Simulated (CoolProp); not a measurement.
Saturation properties of ethanol.

The numbers come from the reference Helmholtz-energy equation of state, Schroeder 2014 in CoolProp.

```json
[
 {"T (K)": "352.6", "p (bar)": "1.055", "vapour density (kg/m³)": "1.715", "enthalpy of vaporisation (kJ/kg)": "847.9", "liquid cp (kJ/(kg K))": "2.942", "liquid viscosity (µPa s)": "434", "liquid conductivity (mW/(m K))": "154"},
 {"T (K)": "361.3", "p (bar)": "1.470", "vapour density (kg/m³)": "2.351", "enthalpy of vaporisation (kJ/kg)": "833.0", "liquid cp (kJ/(kg K))": "3.037", "liquid viscosity (µPa s)": "382", "liquid conductivity (mW/(m K))": "153"},
 {"T (K)": "370", "p (bar)": "2.010", "vapour density (kg/m³)": "3.172", "enthalpy of vaporisation (kJ/kg)": "817.0", "liquid cp (kJ/(kg K))": "3.137", "liquid viscosity (µPa s)": "339", "liquid conductivity (mW/(m K))": "151"},
 {"T (K)": "378.8", "p (bar)": "2.712", "vapour density (kg/m³)": "4.229", "enthalpy of vaporisation (kJ/kg)": "799.6", "liquid cp (kJ/(kg K))": "3.242", "liquid viscosity (µPa s)": "301", "liquid conductivity (mW/(m K))": "150"},
 {"T (K)": "387.5", "p (bar)": "3.590", "vapour density (kg/m³)": "5.544", "enthalpy of vaporisation (kJ/kg)": "780.9", "liquid cp (kJ/(kg K))": "3.351", "liquid viscosity (µPa s)": "268", "liquid conductivity (mW/(m K))": "149"},
 {"T (K)": "396.2", "p (bar)": "4.683", "vapour density (kg/m³)": "7.180", "enthalpy of vaporisation (kJ/kg)": "760.9", "liquid cp (kJ/(kg K))": "3.465", "liquid viscosity (µPa s)": "239", "liquid conductivity (mW/(m K))": "147"},
 {"T (K)": "404.9", "p (bar)": "6.026", "vapour density (kg/m³)": "9.196", "enthalpy of vaporisation (kJ/kg)": "739.3", "liquid cp (kJ/(kg K))": "3.583", "liquid viscosity (µPa s)": "214", "liquid conductivity (mW/(m K))": "146"},
 {"T (K)": "413.6", "p (bar)": "7.658", "vapour density (kg/m³)": "11.66", "enthalpy of vaporisation (kJ/kg)": "716.1", "liquid cp (kJ/(kg K))": "3.702", "liquid viscosity (µPa s)": "192", "liquid conductivity (mW/(m K))": "144"},
 {"T (K)": "422.3", "p (bar)": "9.615", "vapour density (kg/m³)": "14.65", "enthalpy of vaporisation (kJ/kg)": "691.2", "liquid cp (kJ/(kg K))": "3.821", "liquid viscosity (µPa s)": "172", "liquid conductivity (mW/(m K))": "143"},
 {"T (K)": "431", "p (bar)": "11.94", "vapour density (kg/m³)": "18.26", "enthalpy of vaporisation (kJ/kg)": "664.6", "liquid cp (kJ/(kg K))": "3.939", "liquid viscosity (µPa s)": "154", "liquid conductivity (mW/(m K))": "141"},
 {"T (K)": "439.8", "p (bar)": "14.71", "vapour density (kg/m³)": "22.66", "enthalpy of vaporisation (kJ/kg)": "635.8", "liquid cp (kJ/(kg K))": "4.057", "liquid viscosity (µPa s)": "138", "liquid conductivity (mW/(m K))": "140"},
 {"T (K)": "448.5", "p (bar)": "17.90", "vapour density (kg/m³)": "27.89", "enthalpy of vaporisation (kJ/kg)": "605.3", "liquid cp (kJ/(kg K))": "4.178", "liquid viscosity (µPa s)": "124", "liquid conductivity (mW/(m K))": "139"},
 {"T (K)": "457.2", "p (bar)": "21.59", "vapour density (kg/m³)": "34.18", "enthalpy of vaporisation (kJ/kg)": "572.7", "liquid cp (kJ/(kg K))": "4.315", "liquid viscosity (µPa s)": "111", "liquid conductivity (mW/(m K))": "137"},
 {"T (K)": "465.9", "p (bar)": "25.82", "vapour density (kg/m³)": "41.77", "enthalpy of vaporisation (kJ/kg)": "537.5", "liquid cp (kJ/(kg K))": "4.488", "liquid viscosity (µPa s)": "100", "liquid conductivity (mW/(m K))": "136"},
 {"T (K)": "474.6", "p (bar)": "30.65", "vapour density (kg/m³)": "51.05", "enthalpy of vaporisation (kJ/kg)": "499.0", "liquid cp (kJ/(kg K))": "4.736", "liquid viscosity (µPa s)": "89.6", "liquid conductivity (mW/(m K))": "135"}
]
```

It boils at 351.6 K under 1 atm.

Viscosity comes from a separate model (Kiselev 2005). Thermal conductivity comes from a separate model (Assael 2013).
